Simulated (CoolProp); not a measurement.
Vapour-liquid equilibrium of CH2F2 (R32) (1) + R125 (2) at -25.25 °C; x and y are mole fractions of (1).

The numbers come from the multi-fluid Helmholtz-energy mixture model, Tillner-Roth 1997 and Lemmon 2005; pair parameters Lemmon 2004 in CoolProp.

```
x     bubble pressure (MPa)  y at the bubble point  dew pressure at overall composition x (MPa)  liquid density (mol/L)
----  ---------------------  ---------------------  -------------------------------------------  ----------------------
0.05                 0.2806                  0.064                                            …                   12.18
0.2                  0.2944                  0.244                                       0.2909                       …
0.35                 0.3068                  0.404                                       0.3027                       …
0.5                  0.3173                  0.547                                            …                   15.40
0.65                 0.3253                      …                                            …                   16.87
0.8                  0.3305                      …                                       0.3302                   18.68
0.95                 0.3319                  0.949                                       0.3319                       …
```

**Question.** Complete the blanks.

**Answer.** 
- 0.05, dew pressure at overall composition x (MPa): 0.2795
- 0.2, liquid density (mol/L): 13.10
- 0.35, liquid density (mol/L): 14.16
- 0.5, dew pressure at overall composition x (MPa): 0.3140
- 0.65, y at the bubble point: 0.681
- 0.65, dew pressure at overall composition x (MPa): 0.3237
- 0.8, y at the bubble point: 0.811
- 0.95, liquid density (mol/L): 20.95

y crosses x between x = 0.8 and 0.95: the model has an azeotrope there.

Pair parameters are fitted to limited data, so mixtures are less certain than the pure fluids.
